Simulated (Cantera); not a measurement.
## Thermodynamics of silicon oxide and oxynitride deposition, feed SiF₄ + NO

A closed system holds: 1 mol SiF₄, 0.39 mol NO, held at 875 °C and 0.590 bar.

Cantera equilibrium calculation (NASA polynomials, part measured and part estimated; ideal gas, pure solids and liquids). Candidate condensed phases: Si, SiO₂, Si₂N₂O, Si₃N₄; 28 gas species. Rates play no part.

- x(SiF₄) = 0.719
- x(N₂) = 0.140
- x(O₂) = 0.140
- x(NO) = 4.45e-5
- gas amount = 1.390 mol
- log10 activity of Si(s) (absent) = -30.96
